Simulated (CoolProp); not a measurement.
Vapour-liquid equilibrium of R22 (1) + R123 (2) at 0.0118 MPa; x and y are mole fractions of (1).

Model: multi-fluid Helmholtz-energy mixture model, Kamei 1995 and Younglove 1994; pair parameters Bell 2016, in CoolProp.

```json
[
 {"x": "0.05", "bubble temperature, mixture model (K)": "…", "bubble temperature, Raoult's law (K)": "239.0", "y, mixture model": "0.564", "y, Raoult's law": "0.580"},
 {"x": "0.15", "bubble temperature, mixture model (K)": "223.8", "bubble temperature, Raoult's law (K)": "224.1", "y, mixture model": "…", "y, Raoult's law": "0.863"},
 {"x": "0.25", "bubble temperature, mixture model (K)": "…", "bubble temperature, Raoult's law (K)": "216.0", "y, mixture model": "…", "y, Raoult's law": "0.935"},
 {"x": "0.35", "bubble temperature, mixture model (K)": "209.5", "bubble temperature, Raoult's law (K)": "210.7", "y, mixture model": "…", "y, Raoult's law": "0.964"},
 {"x": "0.45", "bubble temperature, mixture model (K)": "…", "bubble temperature, Raoult's law (K)": "206.7", "y, mixture model": "0.980", "y, Raoult's law": "0.978"},
 {"x": "0.55", "bubble temperature, mixture model (K)": "202.7", "bubble temperature, Raoult's law (K)": "203.7", "y, mixture model": "0.987", "y, Raoult's law": "0.987"},
 {"x": "0.65", "bubble temperature, mixture model (K)": "…", "bubble temperature, Raoult's law (K)": "201.2", "y, mixture model": "0.992", "y, Raoult's law": "0.992"},
 {"x": "0.75", "bubble temperature, mixture model (K)": "198.7", "bubble temperature, Raoult's law (K)": "199.1", "y, mixture model": "0.995", "y, Raoult's law": "0.995"},
 {"x": "0.85", "bubble temperature, mixture model (K)": "197.1", "bubble temperature, Raoult's law (K)": "197.3", "y, mixture model": "0.997", "y, Raoult's law": "0.998"},
 {"x": "0.95", "bubble temperature, mixture model (K)": "195.7", "bubble temperature, Raoult's law (K)": "195.7", "y, mixture model": "0.999", "y, Raoult's law": "0.999"}
]
```

Problem. Some entries are withheld; supply them.

Solution. 
- 0.05, bubble temperature, mixture model (K): 239.5
- 0.15, y, mixture model: 0.866
- 0.25, bubble temperature, mixture model (K): 215.1
- 0.25, y, mixture model: 0.940
- 0.35, y, mixture model: 0.967
- 0.45, bubble temperature, mixture model (K): 205.6
- 0.65, bubble temperature, mixture model (K): 200.5

The largest gap from Raoult's law is -1.2 K in bubble temperature, at x = 0.35. No azeotrope shows between x = 0.05 and 0.95.

The pair parameters rest on a limited set of measurements; away from them the model extrapolates. The gap from Raoult's law changes sign with composition, which may be real or a fault of the pair parameters; it wasn't checked against measurements.
